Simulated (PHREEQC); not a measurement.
KOH is added in steps, without added water, to 1 kg of water holding 1.2 mmol/kgw Ni(NO3)2, 11 mmol/kgw NaOH and 2.1 mmol/kgw NiCl2, at 20 °C. Oxygen alone is held at its pressure in air (log pO2 = -0.68). No CO2 enters from the air. Solids allowed: Ni(OH)2, Halite. Others were left out.

Base run: PHREEQC, ion-association model, wateq4f.dat. Each further column changes one thing. The table gives pH.

```json
[
 {"KOH added (mol)": "0", "base": "11.76", "NaOH from 0.011 to 0.0121 mol/kgw": "11.86", "NiCl2 from 0.0021 to 0.0042 mol/kgw": "10.42", "NiCl2 from 0.0021 to 0.00315 mol/kgw": "11.48"},
 {"KOH added (mol)": "0.0007", "base": "11.83", "NaOH from 0.011 to 0.0121 mol/kgw": "11.91", "NiCl2 from 0.0021 to 0.0042 mol/kgw": "11.07", "NiCl2 from 0.0021 to 0.00315 mol/kgw": "11.60"},
 {"KOH added (mol)": "0.00175", "base": "11.91", "NaOH from 0.011 to 0.0121 mol/kgw": "11.98", "NiCl2 from 0.0021 to 0.0042 mol/kgw": "11.41", "NiCl2 from 0.0021 to 0.00315 mol/kgw": "11.73"},
 {"KOH added (mol)": "0.00245", "base": "11.95", "NaOH from 0.011 to 0.0121 mol/kgw": "12.02", "NiCl2 from 0.0021 to 0.0042 mol/kgw": "11.54", "NiCl2 from 0.0021 to 0.00315 mol/kgw": "11.79"},
 {"KOH added (mol)": "0.00315", "base": "11.99", "NaOH from 0.011 to 0.0121 mol/kgw": "12.05", "NiCl2 from 0.0021 to 0.0042 mol/kgw": "11.64", "NiCl2 from 0.0021 to 0.00315 mol/kgw": "11.85"},
 {"KOH added (mol)": "0.00385", "base": "12.03", "NaOH from 0.011 to 0.0121 mol/kgw": "12.08", "NiCl2 from 0.0021 to 0.0042 mol/kgw": "11.72", "NiCl2 from 0.0021 to 0.00315 mol/kgw": "11.90"},
 {"KOH added (mol)": "0.0049", "base": "12.08", "NaOH from 0.011 to 0.0121 mol/kgw": "12.13", "NiCl2 from 0.0021 to 0.0042 mol/kgw": "11.82", "NiCl2 from 0.0021 to 0.00315 mol/kgw": "11.97"},
 {"KOH added (mol)": "0.0056", "base": "12.11", "NaOH from 0.011 to 0.0121 mol/kgw": "12.16", "NiCl2 from 0.0021 to 0.0042 mol/kgw": "11.88", "NiCl2 from 0.0021 to 0.00315 mol/kgw": "12.01"}
]
```

The database's Ni(OH)2 is the aged solid; a fresh precipitate is more soluble.
